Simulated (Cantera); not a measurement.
Charge: 1 mol CaCO₃, 0.34 mol O₂, 2.4 mol N₂, equilibrated at 1598 K and 0.0100 bar.

Equilibrium computed with Cantera from the NASA thermochemical tables; the gas is ideal and each condensed phase is pure. Candidate condensed phases: C, Ca, CaCO₃, CaO; 27 gas species. Rates play no part.

Base state: N₂ 0.641, CO₂ 0.267, O₂ 0.0904, NO 0.00114, CO 0.000173, O 4.26e-5 (mole fractions); condensed: CaO(s).

### Question
What changes in the equilibrium state with this change: CaCO₃ replaced by MgO?

### Answer
| species | before | after |
|---|---|---|
| N₂ | 0.641 | 0.875 |
| O₂ | 0.0904 | 0.123 |
| NO | 0.00114 | 0.00155 |
| CO₂ | 0.267 | 0 |
| CO | 0.000173 | 0 |
| O | 4.26e-5 | 4.97e-5 |
| CaO(s), mol | 1.00 | 0 |
| MgO(s), mol | 0 | 1.00 |
Further candidate phases: Mg, MgO.

### Question
What changes in the equilibrium state with this change: temperature from 1598 K to 1725 K?

### Answer
| species | before | after |
|---|---|---|
| N₂ | 0.641 | 0.640 |
| CO₂ | 0.267 | 0.266 |
| O₂ | 0.0904 | 0.0902 |
| NO | 0.00114 | 0.00188 |
| CO | 0.000173 | 0.000811 |
| O | 4.26e-5 | 0.000174 |
| CaO(s), mol | 1.00 | 1.00 |
